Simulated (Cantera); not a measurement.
An isothermal, constant-pressure homogeneous reactor starts with H2 : O2 = 0.037 : 1 (molar parts), equivalence ratio 0.018, at 1023 K and 20.0 Torr.

Detailed kinetics in Cantera: GRI-Mech 3.0 (53 species, 325 reactions). Radical loss at walls, strong at low pressure, is not modelled. The temperature is held fixed by assumption; the heat of reaction is taken as removed at once.

x: mole fraction; the columns are a selection and need not sum to one.

```csv
t (s),x H2,x O2,x OH,x H2O2,x HO2,x O,x H
3.00e-6,0.0357,0.964,<1e-12,<1e-12,3.71e-12,<1e-12,3.61e-12
1.26e-5,0.0357,0.964,1.52e-12,<1e-12,1.56e-11,1.59e-12,1.40e-11
5.29e-5,0.0357,0.964,1.93e-11,<1e-12,6.58e-11,2.29e-11,4.78e-11
0.000222,0.0357,0.964,1.88e-10,<1e-12,2.82e-10,3.10e-10,2.06e-10
0.000932,0.0357,0.964,___,<1e-12,1.90e-9,2.36e-8,1.09e-8
0.00391,0.0111,0.949,___,6.08e-7,1.17e-5,0.0100,0.00675
0.0164,0.000146,0.960,___,1.42e-7,6.14e-6,0.00354,0.000422
0.0690,1.03e-5,0.963,___,9.36e-8,1.64e-6,0.000273,8.43e-6
0.290,6.20e-7,0.964,___,3.64e-8,2.48e-7,1.94e-5,1.61e-7
1.22,5.22e-8,0.964,___,9.67e-9,3.43e-8,2.01e-6,5.43e-9
5.11,6.95e-9,0.964,___,2.31e-9,5.85e-9,3.07e-7,3.23e-10
21.4,1.24e-9,0.964,___,5.50e-10,1.33e-9,5.86e-8,2.69e-11
90.0,2.60e-10,0.964,___,1.32e-10,6.37e-10,1.26e-8,2.69e-12
```

Task: Some entries are withheld; supply them.

Result: 
- 0.000932, x OH: 1.20e-8
- 0.00391, x OH: 0.00277
- 0.0164, x OH: 0.000564
- 0.0690, x OH: 0.000147
- 0.290, x OH: 3.96e-5
- 1.22, x OH: 1.28e-5
- 5.11, x OH: 5.01e-6
- 21.4, x OH: 2.18e-6
- 90.0, x OH: 1.01e-6
